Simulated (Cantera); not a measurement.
Input (Python, Cantera) and output of one run.

```python
import numpy as np
import cantera as ct

gas_names = """
    C CO CO2 C2 C2O C3 C3O2 C4 C5 Cu CuO Cu2 O O2 O3
""".split()
cond_names = """
    C(gr) Cu(cr) Cu(L) CuO(s) Cu2O(s) Cu2O(L)
""".split()


def load(file, names, dense=False):
    # The tables refer to 1 bar. Condensed volumes are neglected.
    table = {s.name: s for s in ct.Species.list_from_file(file)}
    out = []
    for n in names:
        d = dict(table[n].input_data)
        d["thermo"] = dict(d["thermo"], **{"reference-pressure": 1e5})
        if dense:
            d["equation-of-state"] = {"model": "constant-volume", "density": "1e6 g/cm^3"}
        out.append(ct.Species.from_dict(d))
    return out


gas = ct.Solution(thermo="ideal-gas", species=load("nasa_gas.yaml", gas_names))
cond = {s.name: ct.Solution(thermo="fixed-stoichiometry", species=[s], name=s.name)
        for s in load("nasa_condensed.yaml", cond_names, dense=True)}
atoms = {
    'Cu2O': {'Cu': 2, 'O': 1},
    'CO': {'C': 1, 'O': 1},
}
top_T = {'C(gr)': 4500, 'CuO(s)': 1390}  # K; cautious upper limits of use, not melting points


def equilibrate(T, P, feed):
    n = {}
    for name, mol in feed.items():
        for a, k in atoms[name].items():
            n[a] = n.get(a, 0.0) + k * mol
    gas.TPX = T, P, n
    mass = sum(n.values()) * gas.mean_molecular_weight
    gas.equilibrate("TP")
    valid = [c for c in cond.values() if c.min_temp <= T <= top_T.get(c.name, c.max_temp)]
    mix = ct.Mixture([(gas, mass / gas.mean_molecular_weight)] + [(c, 0.0) for c in valid])
    mix.T, mix.P = T, P
    mix.equilibrate("TP", solver="vcs", rtol=1e-11, max_steps=5000)
    return mix


results = []
feed = {'Cu2O': 1, 'CO': 1.2}  # mol
T = 1773  # K
P = 14000  # Pa
mix = equilibrate(T, P, feed)
results.append((T, P, feed, dict(zip(mix.species_names, mix.species_moles))))
print(gas.report(threshold=0.001))
for i in range(1, mix.n_phases):
    print(f"{mix.phase(i).name:16s} {mix.phase_moles(i):12.5e} mol")
```

It prints:

```
       temperature   1773 K
          pressure   14000 Pa
           density   0.039322 kg/m^3
  mean mol. weight   41.405 kg/kmol
   phase of matter   gas

                          1 kg             1 kmol
                     ---------------   ---------------
          enthalpy       -6.5616e+06       -2.7169e+08  J
   internal energy       -6.9177e+06       -2.8643e+08  J
           entropy            7584.1        3.1402e+05  J/K
    Gibbs function       -2.0008e+07       -8.2844e+08  J
 heat capacity c_p            1341.7             55554  J/K
 heat capacity c_v            1140.9             47239  J/K

                      mass frac. Y      mole frac. X     chem. pot. / RT
                     ---------------   ---------------   ---------------
                CO           0.11243            0.1662           -38.558
               CO2           0.88322           0.83097           -59.892
                Cu          0.004323         0.0028168           -7.3249
     [  +12 minor]        1.8806e-05         9.898e-06

C(gr)             0.00000e+00 mol
Cu(L)             1.99660e+00 mol
Cu2O(L)           0.00000e+00 mol
```

These are equilibrium values from Cantera (NASA tables, ideal gas, pure condensed phases), not measurements of a reactor.
